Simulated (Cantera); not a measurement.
A perfectly stirred reactor is fed with NH3 : N2 = 0.28 : 6.4 (molar parts), at 10.00 Torr; it is held at 2025 K, and followed from long to short residence time.

Cantera simulation using the gas-phase N/H chemistry of the illustrative SiF4/NH3 mechanism in the Surface Chemkin manual (1991); the numbers are that mechanism's predictions, not measurements. Walls and surfaces, which speed up NH3 decomposition in real reactors, are not modelled.

x: mole fraction; the columns are a selection and need not sum to one.

| τ (s) | x NH3 | x H | x N2H2 | x NH | x N2H4 | x N |
|---|---|---|---|---|---|---|
| 0.97 | 0.0199 | ___ | 2.62e-7 | 1.10e-5 | 1.38e-10 | 2.27e-6 |
| 0.23 | 0.0320 | ___ | 5.39e-7 | 1.25e-5 | 3.93e-10 | 1.61e-6 |
| 0.054 | 0.0393 | ___ | 5.94e-7 | 8.46e-6 | 7.22e-10 | 3.98e-7 |
| 0.013 | 0.0416 | ___ | 9.28e-8 | 1.81e-6 | 1.84e-10 | 1.68e-8 |
| 0.0030 | 0.0419 | ___ | 3.90e-9 | 1.99e-7 | 1.04e-11 | 1.55e-9 |
| 0.00069 | 0.0419 | ___ | 1.45e-10 | 9.48e-9 | <1e-12 | 2.59e-11 |
| 0.00016 | 0.0419 | ___ | 4.93e-12 | 3.15e-10 | <1e-12 | <1e-12 |

**Question.** Some entries are withheld; supply them.

**Answer.** 
- 0.97, x H: 9.18e-5
- 0.23, x H: 4.49e-5
- 0.054, x H: 1.47e-5
- 0.013, x H: 1.39e-6
- 0.0030, x H: 5.87e-7
- 0.00069, x H: 5.20e-7
- 0.00016, x H: 3.93e-7
